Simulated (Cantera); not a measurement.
Standard-state values (1 bar) from the NASA 1993 polynomials, evaluated with Cantera. Values are per mole of reaction as written; species without (g) are pure solids or liquids, kept so even where they would boil at 1 bar.

PbCl₂(g) + 2 H(g) + F₂(g) ⇌ 2 HCl(g) + PbF₂, with ΔH° = -1123.5 kJ and ΔS° = -262.7 J/K at 300 K.

Q: How far is the shortcut ΔG° ≈ ΔH°(300 K) − T·ΔS°(300 K) from the full temperature-dependent value at 1323, 1348, 1373, 1398, 1423, 1448, 1473, 1498 K?

A: 
```json
[
 {"T (K)": "1323", "shortcut (kJ)": "-776.0", "full (kJ)": "-796.1", "difference (kJ)": "20.1", "difference in log10 K": "-0.79", "condensed phases": "PbF₂(l)"},
 {"T (K)": "1348", "shortcut (kJ)": "-769.5", "full (kJ)": "-790.7", "difference (kJ)": "21.3", "difference in log10 K": "-0.82", "condensed phases": "PbF₂(l)"},
 {"T (K)": "1373", "shortcut (kJ)": "-762.9", "full (kJ)": "-785.3", "difference (kJ)": "22.5", "difference in log10 K": "-0.85", "condensed phases": "PbF₂(l)"},
 {"T (K)": "1398", "shortcut (kJ)": "-756.3", "full (kJ)": "-780.0", "difference (kJ)": "23.7", "difference in log10 K": "-0.88", "condensed phases": "PbF₂(l)"},
 {"T (K)": "1423", "shortcut (kJ)": "-749.8", "full (kJ)": "-774.6", "difference (kJ)": "24.9", "difference in log10 K": "-0.91", "condensed phases": "PbF₂(l)"},
 {"T (K)": "1448", "shortcut (kJ)": "-743.2", "full (kJ)": "-769.3", "difference (kJ)": "26.1", "difference in log10 K": "-0.94", "condensed phases": "PbF₂(l)"},
 {"T (K)": "1473", "shortcut (kJ)": "-736.6", "full (kJ)": "-764.0", "difference (kJ)": "27.4", "difference in log10 K": "-0.97", "condensed phases": "PbF₂(l)"},
 {"T (K)": "1498", "shortcut (kJ)": "-730.1", "full (kJ)": "-758.7", "difference (kJ)": "28.7", "difference in log10 K": "-1.00", "condensed phases": "PbF₂(l)"}
]
```
The shortcut ignores heat capacities and the phase changes listed.
